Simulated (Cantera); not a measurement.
Charge: 1 mol CH₃Cl, 0.052 mol F₂, at 133 Pa.

Method: chemical equilibrium by Gibbs-energy minimisation in Cantera with the NASA 1993 tables (ideal gas, pure condensed phases). Candidate condensed phases: C, C₆H₆, C₇H₈, C₈H₁₈; 118 gas species. Equilibrium is a limit: real reactors are often held back by kinetics, nucleation or transport. All values below are at 1950 K.

Base state: HCl 0.462, H₂ 0.451, HF 0.0497, H 0.0211, Cl 0.0162, C₂H₂ (acetylene) 0.000246 (mole fractions); condensed: C(graphite).

Task: What changes in the equilibrium state with this change: CH₃Cl replaced by CH₃F?

Result: 
```csv
species,before,after
HF,0.0497,0.532
H₂,0.451,0.446
H,0.0211,0.0210
HCl,0.462,0
Cl,0.0162,0
C₂H₂ (acetylene),0.000246,0.000244
"C(graphite), mol",0.999,0.999
```
